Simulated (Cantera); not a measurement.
Feed: 1 mol MgO, 1.3 mol Cl2, 0.031 mol O2, at 533 Torr.

These are equilibrium values from Cantera (NASA tables, ideal gas, pure condensed phases), not measurements of a reactor. Candidate condensed phases: Mg, MgCl2, MgO; 11 gas species. Rates play no part. All values below are at 1125 °C.

Base state: Cl2 0.720, MgCl2 0.154, O2 0.0978, Cl 0.0282, ClO 0.000210 (mole fractions); condensed: MgO(s).

What changes in the equilibrium state with this change: O2 from 0.031 to 2 mol?


```json
[
 {"species": "O2", "before": "0.0978", "after": "0.606"},
 {"species": "Cl2", "before": "0.720", "after": "0.345"},
 {"species": "MgCl2", "before": "0.154", "after": "0.0295"},
 {"species": "Cl", "before": "0.0282", "after": "0.0195"},
 {"species": "ClO", "before": "0.000210", "after": "0.000361"},
 {"species": "MgO(s), mol", "before": "0.775", "after": "0.900"}
]
```

What changes in the equilibrium state with this change: MgO replaced by Fe2O3?


```tsv
species	before	after
Cl2	0.720	0.350
O2	0.0978	0.282
FeCl3	0	0.264
MgCl2	0.154	0
FeCl2	0	0.0824
Cl	0.0282	0.0196
Fe2Cl6	0	0.00102
Fe2Cl4	0	0.000430
ClO	0.000210	0.000248
MgO(s), mol	0.775	0
Fe2O3(s), mol	0	0.730
```
Further candidate phases: Fe, FeCl2, FeCl3, FeO, Fe2O3, Fe3O4.
